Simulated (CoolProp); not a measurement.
Propylene glycol along the isotherm 620 K: fugacity coefficient from the reference equation and from simpler models built on Tc = 674.0 K, pc = 72.92 bar, ω = 0.327; each cubic takes its own stable root.

Computed with CoolProp (reference Helmholtz-energy equation of state, Eisenbach 2021).

```json
[
 {"p (bar)": "3.31", "phase": "gas", "reference": "0.9795", "van der Waals": "0.9836", "Redlich-Kwong": "0.9804"},
 {"p (bar)": "6.63", "phase": "gas", "reference": "0.9590", "van der Waals": "0.9671", "Redlich-Kwong": "0.9609"},
 {"p (bar)": "9.94", "phase": "gas", "reference": "0.9386", "van der Waals": "0.9507", "Redlich-Kwong": "0.9415"},
 {"p (bar)": "13.3", "phase": "gas", "reference": "0.9179", "van der Waals": "0.9341", "Redlich-Kwong": "0.9220"},
 {"p (bar)": "16.6", "phase": "gas", "reference": "0.8974", "van der Waals": "0.9178", "Redlich-Kwong": "0.9028"},
 {"p (bar)": "19.9", "phase": "gas", "reference": "0.8770", "van der Waals": "0.9014", "Redlich-Kwong": "0.8837"},
 {"p (bar)": "23.2", "phase": "gas", "reference": "0.8564", "van der Waals": "0.8851", "Redlich-Kwong": "0.8647"},
 {"p (bar)": "26.5", "phase": "gas", "reference": "0.8356", "van der Waals": "0.8687", "Redlich-Kwong": "0.8457"},
 {"p (bar)": "29.8", "phase": "gas", "reference": "0.8146", "van der Waals": "0.8522", "Redlich-Kwong": "0.8266"},
 {"p (bar)": "33.1", "phase": "liquid", "reference": "0.7816", "van der Waals": "0.8357", "Redlich-Kwong": "0.8076"},
 {"p (bar)": "36.5", "phase": "liquid", "reference": "0.7141", "van der Waals": "0.8185", "Redlich-Kwong": "0.7878"}
]
```

At some of these states van der Waals, Redlich-Kwong gives the other phase, because its saturation line lies elsewhere.
